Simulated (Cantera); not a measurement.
# Adiabatic ignition

An adiabatic, constant-volume homogeneous reactor starts with 12.8 % CO, 6.52 % H₂, 15.9 % O₂, 59.5 % N₂, 5.37 % H₂O, equivalence ratio 0.61, at 1423 K and 1.00 atm.

Detailed kinetics in Cantera: GRI-Mech 3.0 (53 species, 325 reactions).

```csv
t (s),T (K),P (bar),x CO,x H₂,x O₂,x H,x H₂O
1.00e-6,1423,1.01,0.128,0.0652,0.159,3.15e-8,0.0537
3.44e-6,1423,1.01,0.128,0.0652,0.159,2.54e-7,0.0537
1.18e-5,1423,1.01,0.128,0.0652,0.159,2.76e-5,0.0537
4.07e-5,1891,1.31,0.0728,0.0106,0.0947,0.0223,0.0925
0.000140,2588,1.72,0.0344,0.00558,0.0777,0.00428,0.110
0.000482,2686,1.77,0.0281,0.00434,0.0746,0.00270,0.114
0.00166,2679,1.77,0.0278,0.00431,0.0719,0.00262,0.114
0.00571,2671,1.76,0.0274,0.00427,0.0687,0.00252,0.114
0.0196,2670,1.76,0.0274,0.00427,0.0683,0.00251,0.114
0.0676,2670,1.76,0.0274,0.00427,0.0683,0.00251,0.114
0.233,2670,1.76,0.0274,0.00427,0.0683,0.00251,0.114
0.800,2670,1.76,0.0274,0.00427,0.0683,0.00251,0.114
```
x: mole fraction; the columns are a selection and need not sum to one.

```yaml
time_of_steepest_temperature_rise: 28.1 µs
temperature at 0.800 s: 2670 K
equilibrium_temperature: 2670 K
x(CO) at 0.800 s: 0.0274 (gas-phase equilibrium 0.0274)
x(H₂) at 0.800 s: 0.00427 (gas-phase equilibrium 0.00427)
x(O₂) at 0.800 s: 0.0683 (gas-phase equilibrium 0.0683)
```
